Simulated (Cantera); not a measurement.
Feed: 1 mol B, 0.87 mol O2, 0.3 mol H2, equilibrated at 0.0133 bar.

Method: chemical equilibrium by Gibbs-energy minimisation in Cantera with the NASA 1993 tables (ideal gas, pure condensed phases). Candidate condensed phases: B, B2O3, B3O3H3, H2O; 23 gas species. Gases not in the tables: H3BO3. The numbers say what is thermodynamically allowed, not how fast it happens. All values below are at 1023 K.

Base state: H2O 0.797, H2 0.200, (HBO2)3 0.00204, HBO2 0.000325 (mole fractions); condensed: B2O3(l).

What changes in the equilibrium state with this change: H2 from 0.3 to 9 mol?


```tsv
species	before	after
H2	0.200	0.973
H2O	0.797	0.0266
HBO2	0.000325	5.93e-5
(HBO2)3	0.00204	1.25e-5
B2O3(l), mol	0.499	0.500
```
